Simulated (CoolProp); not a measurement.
Vapour pressure (MPa) of R365MFC: the reference equation beside estimates from Tc = 186.9 °C, pc = 3.266 MPa, ω = 0.377. Clausius-Clapeyron is anchored at 115.35 °C with a constant enthalpy of vaporisation of 21.17 kJ/mol.

Values from CoolProp's reference Helmholtz-energy equation of state, Lemmon 2016.

```json
[
 {"T (°C)": "79.95", "reference": "(withheld)", "Lee-Kesler": "0.3554", "Clausius-Clapeyron": "0.4336", "van der Waals": "1.031", "Redlich-Kwong": "0.5942", "Soave-Redlich-Kwong": "0.3560", "Peng-Robinson": "0.3525"},
 {"T (°C)": "88.85", "reference": "0.4447", "Lee-Kesler": "(withheld)", "Clausius-Clapeyron": "0.5178", "van der Waals": "1.160", "Redlich-Kwong": "0.7138", "Soave-Redlich-Kwong": "0.4522", "Peng-Robinson": "0.4470"},
 {"T (°C)": "97.65", "reference": "0.5545", "Lee-Kesler": "0.5623", "Clausius-Clapeyron": "0.6118", "van der Waals": "1.297", "Redlich-Kwong": "0.8476", "Soave-Redlich-Kwong": "0.5656", "Peng-Robinson": "0.5585"},
 {"T (°C)": "106.55", "reference": "0.6854", "Lee-Kesler": "0.6953", "Clausius-Clapeyron": "(withheld)", "van der Waals": "1.445", "Redlich-Kwong": "0.9994", "Soave-Redlich-Kwong": "0.7009", "Peng-Robinson": "0.6916"},
 {"T (°C)": "115.35", "reference": "0.8366", "Lee-Kesler": "0.8487", "Clausius-Clapeyron": "0.8366", "van der Waals": "1.601", "Redlich-Kwong": "1.167", "Soave-Redlich-Kwong": "0.8573", "Peng-Robinson": "0.8458"},
 {"T (°C)": "124.25", "reference": "1.014", "Lee-Kesler": "1.028", "Clausius-Clapeyron": "0.9689", "van der Waals": "1.770", "Redlich-Kwong": "1.355", "Soave-Redlich-Kwong": "1.041", "Peng-Robinson": "1.027"},
 {"T (°C)": "133.05", "reference": "1.216", "Lee-Kesler": "1.233", "Clausius-Clapeyron": "(withheld)", "van der Waals": "1.947", "Redlich-Kwong": "1.559", "Soave-Redlich-Kwong": "1.250", "Peng-Robinson": "1.234"},
 {"T (°C)": "141.95", "reference": "1.451", "Lee-Kesler": "1.469", "Clausius-Clapeyron": "1.273", "van der Waals": "2.137", "Redlich-Kwong": "(withheld)", "Soave-Redlich-Kwong": "1.491", "Peng-Robinson": "(withheld)"},
 {"T (°C)": "150.75", "reference": "1.717", "Lee-Kesler": "1.736", "Clausius-Clapeyron": "1.446", "van der Waals": "2.336", "Redlich-Kwong": "2.031", "Soave-Redlich-Kwong": "1.762", "Peng-Robinson": "1.744"},
 {"T (°C)": "159.65", "reference": "2.024", "Lee-Kesler": "2.043", "Clausius-Clapeyron": "1.636", "van der Waals": "2.548", "Redlich-Kwong": "2.300", "Soave-Redlich-Kwong": "2.071", "Peng-Robinson": "2.054"},
 {"T (°C)": "168.45", "reference": "2.370", "Lee-Kesler": "2.388", "Clausius-Clapeyron": "1.840", "van der Waals": "2.769", "Redlich-Kwong": "2.589", "Soave-Redlich-Kwong": "2.415", "Peng-Robinson": "2.400"}
]
```

Problem. What belongs in the gaps?

Solution. 
- 79.95, reference: 0.3513
- 88.85, Lee-Kesler: 0.4506
- 106.55, Clausius-Clapeyron: 0.7187
- 133.05, Clausius-Clapeyron: 1.113
- 141.95, Redlich-Kwong: 1.786
- 141.95, Peng-Robinson: 1.474

Absolute difference from the reference over all 11 rows, mean and median: Lee-Kesler 1.2 and 1.3 %, Clausius-Clapeyron 12.5 and 12.3 %, van der Waals 86.5 and 74.6 %, Redlich-Kwong 35.8 and 33.6 %, Soave-Redlich-Kwong 2.3 and 2.3 %, Peng-Robinson 1.1 and 1.3 %.
